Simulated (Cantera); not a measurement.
Input: 1 mol Si, 0.13 mol O2, 27 mol H2, 0.17 mol CO, held at 0.00133 bar.

Method: chemical equilibrium by Gibbs-energy minimisation in Cantera with the NASA 1993 tables (ideal gas, pure condensed phases). Candidate condensed phases: C, C6H6, C7H8, C8H18, H2O, Si, SiC, SiO2; 123 gas species. Mutual solubility and eutectic melting of coexisting phases are not modelled. The numbers say what is thermodynamically allowed, not how fast it happens. All values below are at 1175 °C.

Base state: H2 0.984, SiO 0.0153, CO 0.000342, H 0.000250 (mole fractions); condensed: Si(s) + SiC(s).

Task: What changes in the equilibrium state with this change: Si replaced by Pb?

Result: 
```csv
species,before,after
H2,0.984,0.949
Pb,0,0.0355
H2O,1.92e-7,0.00920
SiO,0.0153,0
CO2,<1e-9,2.46e-5
CO,0.000342,0.00601
H,0.000250,0.000246
"Si(s), mol",0.419,0
"SiC(s), mol",0.161,0
```
Further candidate phases: Pb, PbO, PbO2, Pb3O4.
